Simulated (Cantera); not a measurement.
Mixture: 5.43 % CH4, 0.391 % H2, 19.8 % O2, 74.4 % N2, equivalence ratio 0.56, at 35000 Pa, adiabatic and at constant volume. Ignition delay is the time to a rise of 400 K.

Detailed kinetics in Cantera: GRI-Mech 3.0 (53 species, 325 reactions).

Predict: delay at 1000 K; delay at 1100 K; delay at 1200 K; delay at 1300 K; apparent activation energy between 1250 and 1350 K.


```
Property                                                Result
--------------------------------------------------  ----------
delay at 1000 K                                        0.526 s
delay at 1100 K                                        0.133 s
delay at 1200 K                                        34.3 ms
delay at 1300 K                                        10.2 ms
apparent activation energy between 1250 and 1350 K  160 kJ/mol
```
